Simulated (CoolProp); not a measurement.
Model: reference Helmholtz-energy equation of state, Akasaka 2023, in CoolProp.

**Question.** For R1224YDZ, give the phase and the density (kg/m³), cp (kJ/(kg K)), cv (kJ/(kg K)), fugacity coefficient at 395.1 K and 214 kPa; 395.1 K and 2930 kPa.

**Answer.** 
- 395.1 K and 214 kPa: gas; density 9.97, cp 0.931, cv 0.866, fugacity coefficient 0.971
- 395.1 K and 2930 kPa: liquid; density 1030, cp 1.47, cv 0.950, fugacity coefficient 0.488
